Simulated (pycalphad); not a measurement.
An equivalent pycalphad script:

```python
from pycalphad import Database, equilibrium, calculate, variables as v
import numpy as np
db = Database('COST507.tdb')
comps = ['HF', 'C', 'VA']
phases = ['BCC_A2', 'FCC_A1', 'GRAPHITE', 'HCP_A3', 'LIQUID']
eq = equilibrium(db, comps, phases, {v.X('C'): 0.0118, v.T: np.arange(3300, 499, -75), v.P: 101325, v.N: 1}, output=['HM', 'SM'])
```

Source of the numbers: pycalphad with the COST 507 light-alloy database (1999); pressure 1 atm. The database dates from 1999; later assessments differ in places, in temperatures and in the compounds included. Phase fractions are per mole of atoms. Diffusion is slow at the low end, where real alloys seldom reach equilibrium.

Results at three of the temperatures:

```
T = 2175.00 K, P = 101325 Pa, N = 1 mol of atoms
G = -167950 J/mol, H = 60010 J/mol, S = 104.81 J/(mol K)  (SER reference)
chemical potentials (J/mol): Hf -165725, C -354277
phase             fraction      x(Hf)       x(C)
HCP_A3              0.7610     0.9847     0.0153
BCC_A2              0.2390     0.9993   0.000718
```

```
T = 1200.00 K, P = 101325 Pa, N = 1 mol of atoms
G = -76097 J/mol, H = 23257 J/mol, S = 82.80 J/(mol K)  (SER reference)
chemical potentials (J/mol): Hf -73489, C -294526
phase             fraction      x(Hf)       x(C)
HCP_A3              1.0000     0.9882     0.0118
```

```
T = 1050.00 K, P = 101325 Pa, N = 1 mol of atoms
G = -63992 J/mol, H = 18471 J/mol, S = 78.54 J/(mol K)  (SER reference)
chemical potentials (J/mol): Hf -61355, C -284908
phase             fraction      x(Hf)       x(C)
HCP_A3              1.0000     0.9882     0.0118
```

Changes of the phase set, refined by bisection:

```tsv
T (°C)	phases above	phases below
2210.5	LIQUID	BCC_A2 + LIQUID
2206.4	BCC_A2 + LIQUID	BCC_A2 + HCP_A3
1852.2	BCC_A2 + HCP_A3	HCP_A3
```

BCC_A2 is bcc; HCP_A3 is hcp. The fcc model also describes the rock-salt carbide or nitride (TiC, TiN, HfC).
